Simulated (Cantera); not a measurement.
Input: 1 mol CaCO3, 2.8 mol CO2, 0.011 mol H2O, held at 650 °C and 1 atm.

Equilibrium computed with Cantera from the NASA thermochemical tables; the gas is ideal and each condensed phase is pure. Candidate condensed phases: C, C6H6, C7H8, C8H18, Ca, CaCO3, CaO, Ca(OH)2, H2O; 115 gas species. Kinetics and transport are ignored.

Base state: CO2 0.996, H2O 0.00391 (mole fractions); condensed: CaCO3(calcite).

Question: What changes in the equilibrium state with this change: temperature from 650 °C to 1675 °C?

Answer: 
| species | before | after |
|---|---|---|
| CO2 | 0.996 | 0.980 |
| CO | 2.91e-8 | 0.0111 |
| O2 | 1.47e-8 | 0.00551 |
| OH | <1e-9 | 0.000106 |
| O | <1e-9 | 3.28e-5 |
| CaCO3(calcite), mol | 1.00 | 0 |
| CaO(s), mol | 0 | 1.000 |
